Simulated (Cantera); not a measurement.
A closed system holds: 1 mol C, 0.25 mol O₂, 3.4 mol H₂, held at 48.0 bar.

Cantera equilibrium calculation (NASA polynomials, part measured and part estimated; ideal gas, pure solids and liquids). Candidate condensed phases: C, C₆H₆, C₇H₈, C₈H₁₈, H₂O; 110 gas species. The ideal-gas law is rough above about 30 bar. Kinetics and transport are ignored. All values below are at 850 K.

Base state: CH₄ 0.416, H₂ 0.376, H₂O 0.207, CO₂ 0.000270, CO 0.000160, C₂H₆ 1.74e-5 (mole fractions); condensed: gas only.

Problem. What changes in the equilibrium state with this change: H₂ from 3.4 to 2.2 mol?

Solution. 
| species | before | after |
|---|---|---|
| CH₄ | 0.416 | 0.555 |
| H₂O | 0.207 | 0.268 |
| H₂ | 0.376 | 0.136 |
| CO₂ | 0.000270 | 0.0350 |
| CO | 0.000160 | 0.00582 |
| C₂H₆ | 1.74e-5 | 8.52e-5 |
| C(graphite), mol | 0 | 0.135 |
